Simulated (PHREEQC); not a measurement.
Make-up at 25 °C: 0.27 mol HCl, 4.1e-05 mol ZnSO4 and 0.17 mol Na2SO4 per kg of water. Closed to the air; pH follows from the charge balance.

Computed with PHREEQC (ion-association model, phreeqc.dat).

Question: The ionic strength comes out as 0.516 mol/kgw. What activity coefficients do Zn+2, Na+, Cl-, SO4-2, NaSO4- get?

Answer: Zn+2 0.21, Na+ 0.72, Cl- 0.65, SO4-2 0.20, NaSO4- 0.69.

No solid was allowed to form. Complexes and solids missing from the database can't appear.
